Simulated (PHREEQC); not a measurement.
1 kg of water holding 0.043 mol/kgw K2SO4 and 0.0053 mol/kgw Na2SO4 is evaporated at 30 °C; the solids stay in contact with the brine. The system is closed to CO2. Only these solids could form: Arcanite, Glaserite, Mirabilite, Misenite, Thenardite.

All values are PHREEQC results (Pitzer model, pitzer.dat), not measurements.

```
water left (kg)  ionic strength  water activity  Arcanite (mol)  Glaserite (mol)  Na in solution (mol/kgw)
---------------  --------------  --------------  --------------  ---------------  ------------------------
1                         0.145           0.998               0                0                    0.0106
0.6755                    0.215           0.997               0                0                    0.0157
0.4563                    0.318           0.996               0                0                    0.0232
0.2533                    0.572           0.992               0                0                    0.0418
0.1711               (withheld)           0.989               0                0                    0.0619
0.1156               (withheld)           0.984               0                0                    0.0917
0.06418                    2.26           0.974               0                0                (withheld)
0.04335                    2.46           0.972          0.0128                0                     0.245
0.0293                     2.65           0.970          0.0224                0                     0.362
0.01979                    2.94           0.967          0.0289                0                     0.536
0.01337                    3.37           0.962          0.0333                0                     0.793
0.007426                   3.98           0.956          0.0345          0.00196                      1.16
0.005012                   3.98           0.956          0.0321          0.00477                      1.16
```

Q: Fill in the missing entries.

A: 
- 0.1711, ionic strength: 0.847
- 0.1156, ionic strength: 1.25
- 0.06418, Na in solution (mol/kgw): 0.165
